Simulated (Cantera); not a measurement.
An isothermal, constant-pressure homogeneous reactor starts with C3H8 : H2 = 1 : 29 (molar parts), at 1323 K and 0.0133 bar.

Computed with Cantera and GRI-Mech 3.0 (53 species, 325 reactions). GRI-Mech 3.0 was tuned for natural gas; its chemistry of propane as a main component is partial and can be far from experiment. GRI-Mech 3.0 stops at C3 and has no aromatics, soot or wall deposition, so with more carbon than oxygen in the feed, carbon stays in small species such as C2H2 where larger ones or solid carbon would form. Radical loss at walls, strong at low pressure, is not modelled.

Predict: x(H2) at 100 s; x(CH4) at 100 s; x(C2H6) at 100 s; x(C2H2) at 100 s; x(C2H4) at 100 s.


```json
{
 "x(H2) at 100 s": "0.937 (gas-phase equilibrium 0.945)",
 "x(CH4) at 100 s": "0.0322 (gas-phase equilibrium 0.0173)",
 "x(C2H6) at 100 s": "7.17e-7 (gas-phase equilibrium 4.88e-7)",
 "x(C2H2) at 100 s": "0.0300 (gas-phase equilibrium 0.0366)",
 "x(C2H4) at 100 s": "0.000797 (gas-phase equilibrium 0.000970)"
}
```
